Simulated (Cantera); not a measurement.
Mixture: CH₄ : CO : O₂ : N₂ = 1 : 1.3 : 1.47 : 5.54 (molar parts), equivalence ratio 1.8, at 17.8 atm, adiabatic and at constant volume. Ignition delay is the time to a rise of 400 K.

Cantera simulation using GRI-Mech 3.0 (53 species, 325 reactions); the numbers are that mechanism's predictions, not measurements. The pressure lies above the range GRI-Mech 3.0 was tuned for (to about 10 atm).

### Question
Predict: delay at 1175 K; delay at 1375 K; delay at 1575 K; delay at 1775 K; delay at 1975 K; apparent activation energy between 1875 and 2075 K.

### Answer
| Property | Value |
|---|---|
| delay at 1175 K | 11.1 ms |
| delay at 1375 K | 0.751 ms |
| delay at 1575 K | 85.3 µs |
| delay at 1775 K | 14.4 µs |
| delay at 1975 K | 3.64 µs |
| apparent activation energy between 1875 and 2075 K | 190 kJ/mol |
